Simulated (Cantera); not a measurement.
A closed system holds: 1 mol SiH4, 0.44 mol NH3, 0.9 mol N2, equilibrated at 1800 K and 4.13 Torr.

Method: chemical equilibrium by Gibbs-energy minimisation in Cantera with the NASA 1993 tables (ideal gas, pure condensed phases). Candidate condensed phases: Si, Si3N4; 18 gas species. The tables' values for SiN are old estimates; treat these amounts as uncertain. Gases not in the tables: Si2H6 and higher silanes. Equilibrium is a limit: real reactors are often held back by kinetics, nucleation or transport.

What is the equilibrium state?

x(H2): 0.700
x(N2): 0.296
x(H): 0.00404
x(Si): 0.000577
x(SiH): 4.09e-5
x(SiH2): 2.09e-5
x(Si2N): 1.66e-5
x(SiN): 1.03e-5
x(Si2): 3.49e-6
n(Si(l)): 0.997 mol
gas amount: 3.790 mol
